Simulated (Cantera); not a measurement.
**MgSO4 + CO2 + O2 (calcination and drying)**

Feed: 1 mol MgSO4, 0.064 mol CO2, 0.22 mol O2, held at 0.000390 bar.

These are equilibrium values from Cantera (NASA tables, ideal gas, pure condensed phases), not measurements of a reactor. Candidate condensed phases: C, Mg, MgCO3, MgO, MgS, MgSO4, S; 26 gas species. Rates play no part.

From 698 K to 848 K the condensed part is MgSO4(s). From 898 K to 998 K the condensed part is MgO(s) + MgSO4(s). At 1048 K the condensed part is MgO(s).

```
T (K)  log p O2  log p SO2  log p CO2  log p SO3  n MgSO4(s)  n MgO(s)
-----  --------  ---------  ---------  ---------  ----------  --------
698       -3.52     -12.36      -4.06     -11.65        1.00         0
748       -3.52     -10.45      -4.06     -10.23        1.00         0
798       -3.52      -8.79      -4.06      -8.99       1.000         0
848       -3.52      -7.32      -4.06      -7.91       1.000         0
898       -3.52      -6.02      -4.06      -6.95       0.999  0.000775
948       -3.53      -4.86      -4.08      -6.09       0.989    0.0113
998       -3.78      -3.70      -4.72      -5.32       0.315     0.685
1048      -3.81      -3.66      -4.85      -5.54           0      1.00
```
log p: log10 of the partial pressure in bar; n: condensed amount in mol.
